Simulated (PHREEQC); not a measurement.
A solution holds 0.024 mol/kgw KCl, 0.00046 mol/kgw MgSO4 and 0.00059 mol/kgw MgCl2, at 25 °C. Closed to the air; pH follows from the charge balance.

The numbers come from PHREEQC with the ion-association model, phreeqc.dat.

| quantity | before | after |
|---|---|---|
| pH | 6.96 | 6.97 |
| SO4-2 (mol/kgw) | 0.000396 | 0.000399 |
| KSO4- (mol/kgw) | 3.56e-5 | 3.59e-5 |
| MgSO4 (mol/kgw) | 2.84e-5 | 1.61e-5 |
| MgOH+ (mol/kgw) | 2.15e-8 | 1.25e-8 |
| HSO4- (mol/kgw) | 2.70e-9 | 2.62e-9 |
| SI of Sylvite (KCl) | -4.26 | -4.26 |

**Question.** What was changed between the two runs?
(A) temperature from 25 to 45 °C
(B) diluted 10-fold with water
(C) MgSO4 replaced by CdSO4 at the same molality
(D) MgSO4 replaced by CaSO4 at the same molality
(E) MgSO4 from 0.00046 to 4.6e-05 mol/kgw

**Answer.** D, MgSO4 replaced by CaSO4 at the same molality

This is a speciation only: nothing precipitates in the calculation.
